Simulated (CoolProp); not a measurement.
A simple Rankine cycle with water: condensing at 301.15 K, boiler at 11 MPa, turbine inlet 741.5 K, turbine efficiency 0.7, pump efficiency 0.8, no recuperator. Each further row changes one setting.

Model: reference Helmholtz-energy equation of state, Wagner 2002, in CoolProp.

```
case                             thermal efficiency (%)  net work (kJ/kg)  heat in (kJ/kg)  turbine exit temperature (K)  volume ratio over the turbine
-------------------------------  ----------------------  ----------------  ---------------  ----------------------------  -----------------------------
as stated                                          29.5               929             3150                         301.2                           1200
turbine inlet 761.5 K                              29.7               952             3200                         301.2                           1170
condensing temperature 293.15 K                    30.3               963             3180                         293.1                           1880
boiler pressure 7.7 MPa                            28.8               921             3200                         301.2                            832
turbine efficiency 0.6                             25.2               794             3150                         301.2                           1280
```

The expansion ends wet for: as stated; turbine inlet 761.5 K; condensing temperature 293.15 K; boiler pressure 7.7 MPa; turbine efficiency 0.6.
